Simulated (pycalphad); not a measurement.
All values are pycalphad results on the COST 507 light-alloy database (1999) (1 atm), not direct measurements. The database dates from 1999; later assessments differ in places, in temperatures and in the compounds included. Diffusion is slow at the low end, where real alloys seldom reach equilibrium.

## Ti-0.32Hf-8.43B (at.%): equilibrium cooling sequence

| T (K) | phases above | phases below |
|---|---|---|
| 1849.1 | LIQUID | BM + LIQUID |
| 1815 ± 1 | BM + LIQUID | BCC_A2 + BM |
| 1153.3 | BCC_A2 + BM | BCC_A2 + BM + HCP_A3 |
| 1152.4 | BCC_A2 + BM + HCP_A3 | BM + HCP_A3 |

Changes were sought between steps of 75 K, so a narrower field can be missed.

Database names, with the compositions (at.%) that they take in these runs: BM: Ti 50 B 50. BCC_A2 is bcc; HCP_A3 is hcp.
